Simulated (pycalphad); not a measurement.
Computed with pycalphad from the COST 507 light-alloy database (1999), at 1 atm. The database dates from 1999; later assessments differ in places, in temperatures and in the compounds included. Diffusion is slow at the low end, where real alloys seldom reach equilibrium.

**Question.** How does the equilibrium phase assembly of Si-1.1C (at.%) change on cooling from 2327 °C to 227 °C?

**Answer.** 
```tsv
T (°C)	phases above	phases below
2209.5	liquid	CSI + liquid
1413.8	CSI + liquid	CSI + diamond (Si)
```
Changes were sought between steps of 100 K, so a narrower field can be missed.

Database names, with the compositions (at.%) that they take in these runs: CSI: Si 50 C 50.
